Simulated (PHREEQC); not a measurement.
1 kg of water holding 0.19 mol/kgw NaOH and 0.25 mol/kgw Na2SO4 is evaporated at 25 °C; the solids stay in contact with the brine. No CO2 enters from the air. The run lets Mirabilite, Thenardite precipitate or redissolve, and no other solid.

The numbers come from PHREEQC with the Pitzer model, pitzer.dat.

| water left (kg) | ionic strength | water activity | Thenardite (mol) | Mirabilite (mol) | S in solution (mol/kgw) |
|---|---|---|---|---|---|
| 1 | 0.940 | 0.984 | 0 | 0 | 0.250 |
| 0.8219 | 1.14 | 0.981 | 0 | 0 | 0.304 |
| 0.5552 | 1.69 | 0.973 | 0 | 0 | 0.450 |
| 0.4563 | 2.06 | 0.967 | 0 | 0 | 0.548 |
| 0.375 | 2.51 | 0.960 | 0 | 0 | 0.667 |
| 0.3082 | 3.05 | 0.952 | 0 | 0 | 0.811 |
| 0.2082 | 4.51 | 0.928 | 0 | 0 | 1.20 |
| 0.1711 | 5.49 | 0.911 | 0 | 0 | 1.46 |
| 0.1373 | 6.44 | 0.891 | 0 | 0.0188 | 1.68 |
| 0.07294 | 7.85 | 0.831 | 0 | 0.123 | 1.75 |
| 0.06331 | 8.60 | 0.805 | 0.0498 | 0.0820 | 1.87 |
| 0.06331 | 8.60 | 0.805 | 0.127 | 0.00481 | 1.87 |
| 0.05275 | 8.29 | 0.788 | 0.168 | 0 | 1.56 |
| 0.03564 | 7.93 | 0.725 | 0.219 | 0 | 0.868 |
| 0.0293 | 8.14 | 0.673 | 0.234 | 0 | 0.550 |
| 0.02407 | 8.78 | 0.598 | 0.243 | 0 | 0.294 |
| 0.01979 | 9.98 | 0.496 | 0.248 | 0 | 0.125 |
| 0.01337 | 14.2 | 0.232 | 0.250 | 0 | 0.00780 |
| 0.01099 | 17.3 | 0.111 | 0.250 | 0 | 0.000915 |

Mirabilite from water left = 0.1373 kg (pH 14.03), last present at water left = 0.06331 kg; Thenardite from water left = 0.06331 kg (pH 14.58).
